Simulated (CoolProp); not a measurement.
A closed Brayton cycle with carbon dioxide: compressor inlet 308.15 K and 9.4 MPa, high pressure 25.3 MPa, turbine inlet 870 K, compressor efficiency 0.85, turbine efficiency 0.93, recuperator effectiveness 0.9 (on enthalpy, no pinch check). Each further row changes one setting.

Model: reference Helmholtz-energy equation of state, Span 1996, in CoolProp.

```
case                           thermal efficiency (%)  net work (kJ/kg)  compressor to turbine work  compressor exit (K)  turbine exit (K)
-----------------------------  ----------------------  ----------------  --------------------------  -------------------  ----------------
as stated                                        37.3               118                        0.18                335.4             743.4
turbine inlet 820 K                              36.0               108                        0.19                335.4             697.9
compressor inlet 318.15 K                        36.6               106                        0.26                376.3             743.4
high pressure 21.5 MPa                           35.0               101                        0.16                330.1             763.6
recuperator effectiveness 0.5                    22.7               118                        0.18                335.4             743.4
```
